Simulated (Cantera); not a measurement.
What does this Cantera script print?

```python
import numpy as np
import cantera as ct

gas = ct.Solution("gri30.yaml")
gas.TPX = 1800, 1300, {'CH4': 0.029, 'H2': 1}
inlet = ct.Reservoir(gas, clone=True)

reactor = ct.IdealGasConstPressureReactor(gas, energy="off", clone=False)
exhaust = ct.Reservoir(gas, clone=True)
tau = [2.9, 1.4, 0.68, 0.33, 0.16, 0.077, 0.037, 0.018, 0.0087][0]
for a, b in ((inlet, reactor), (reactor, exhaust)):
    ct.MassFlowController(a, b, mdot=lambda t: reactor.mass / tau)
net = ct.ReactorNet([reactor])
show = ['CH4', 'H2', 'C2H6', 'H', 'CH2']

rows = []
print(f"{'tau/s':>10s}{'T/K':>9s}" + "".join(f"{s:>11s}" for s in show))
for tau in [2.9, 1.4, 0.68, 0.33, 0.16, 0.077, 0.037, 0.018, 0.0087]:
    net.initial_time = 0.0
    net.advance(30 * tau)
    before = gas.X
    net.advance(40 * tau)
    drift = np.max(np.abs(gas.X - before) / (gas.X + 1e-9))
    rows.append([gas.T, *gas[show].X, drift])
    print(f"{tau:10.3e}{gas.T:9.1f}" + "".join(f"{x:11.3e}" for x in gas[show].X))
```

It prints:

```
     tau/s      T/K        CH4         H2       C2H6          H        CH2
 2.900e+00   1800.0  5.267e-03  9.809e-01  1.428e-07  2.601e-03  7.862e-07
 1.400e+00   1800.0  7.633e-03  9.798e-01  2.783e-07  2.440e-03  9.830e-07
 6.800e-01   1800.0  1.080e-02  9.782e-01  5.091e-07  2.264e-03  1.171e-06
 3.300e-01   1800.0  1.473e-02  9.764e-01  8.500e-07  2.071e-03  1.309e-06
 1.600e-01   1800.0  1.907e-02  9.743e-01  1.233e-06  1.848e-03  1.331e-06
 7.700e-02   1800.0  2.315e-02  9.725e-01  1.444e-06  1.554e-03  1.145e-06
 3.700e-02   1800.0  2.609e-02  9.714e-01  1.185e-06  1.143e-03  7.185e-07
 1.800e-02   1800.0  2.749e-02  9.713e-01  5.841e-07  6.814e-04  2.819e-07
 8.700e-03   1800.0  2.794e-02  9.715e-01  1.849e-07  3.460e-04  7.679e-08
```

Computed with Cantera and GRI-Mech 3.0 (53 species, 325 reactions). GRI-Mech 3.0 stops at C3 and has no aromatics, soot or wall deposition, so with more carbon than oxygen in the feed, carbon stays in small species such as C2H2 where larger ones or solid carbon would form. Radical loss at walls, strong at low pressure, is not modelled.
